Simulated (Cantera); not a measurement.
## Equilibrium for silicon epitaxy and polysilicon growth: SiHCl₃ + HCl + N₂

Input: 1 mol SiHCl₃, 0.12 mol HCl, 8.4 mol N₂, equilibrated at 30000 Pa.

Equilibrium computed with Cantera from the NASA thermochemical tables; the gas is ideal and each condensed phase is pure. Candidate condensed phases: NH₄Cl, Si, Si₃N₄; 28 gas species. N₂ is the only nitrogen source here; it is nearly inert below about 1500 K, so the nitride shown seldom forms there in practice. The tables' values for SiCl₃, SiCl are old estimates; treat these amounts as uncertain. Equilibrium is a limit: real reactors are often held back by kinetics, nucleation or transport.

```json
[
 {"T (K)": "1098", "x N₂": "0.839", "x HCl": "0.0894", "x SiCl₂": "2.86e-6", "x SiCl₄": "0.0582", "x SiCl₃": "0.000109", "x H₂": "0.0132", "x SiHCl₃": "0.000125", "n Si₃N₄(s)": "0.145"},
 {"T (K)": "1198", "x N₂": "0.838", "x HCl": "0.0915", "x SiCl₂": "3.68e-5", "x SiCl₄": "0.0572", "x SiCl₃": "0.000488", "x H₂": "0.0120", "x SiHCl₃": "0.000203", "n Si₃N₄(s)": "0.146"},
 {"T (K)": "1298", "x N₂": "0.838", "x HCl": "0.0931", "x SiCl₂": "0.000314", "x SiCl₄": "0.0557", "x SiCl₃": "0.00171", "x H₂": "0.0112", "x SiHCl₃": "0.000302", "n Si₃N₄(s)": "0.146"},
 {"T (K)": "1398", "x N₂": "0.836", "x HCl": "0.0938", "x SiCl₂": "0.00191", "x SiCl₄": "0.0520", "x SiCl₃": "0.00483", "x H₂": "0.0106", "x SiHCl₃": "0.000412", "n Si₃N₄(s)": "0.142"},
 {"T (K)": "1498", "x N₂": "0.833", "x HCl": "0.0931", "x SiCl₂": "0.00859", "x SiCl₄": "0.0436", "x SiCl₃": "0.0108", "x H₂": "0.0104", "x SiHCl₃": "0.000502", "n Si₃N₄(s)": "0.126"},
 {"T (K)": "1598", "x N₂": "0.825", "x HCl": "0.0896", "x SiCl₂": "0.0276", "x SiCl₄": "0.0283", "x SiCl₃": "0.0178", "x H₂": "0.0111", "x SiHCl₃": "0.000503", "n Si₃N₄(s)": "0.0868"},
 {"T (K)": "1698", "x N₂": "0.814", "x HCl": "0.0818", "x SiCl₂": "0.0596", "x SiCl₄": "0.0115", "x SiCl₃": "0.0186", "x H₂": "0.0135", "x SiHCl₃": "0.000368", "n Si₃N₄(s)": "0.0252"},
 {"T (K)": "1798", "x N₂": "0.809", "x HCl": "0.0820", "x SiCl₂": "0.0757", "x SiCl₄": "0.00501", "x SiCl₃": "0.0153", "x H₂": "0.0128", "x SiHCl₃": "0.000195", "n Si₃N₄(s)": "0"}
]
```
x: gas mole fraction; n: condensed amount in mol.

From 1098 K to 1698 K the condensed part is Si₃N₄(s). At 1798 K nothing is condensed. The main Si-bearing gas is SiCl₄ at 1098 K and SiCl₂ at 1798 K.
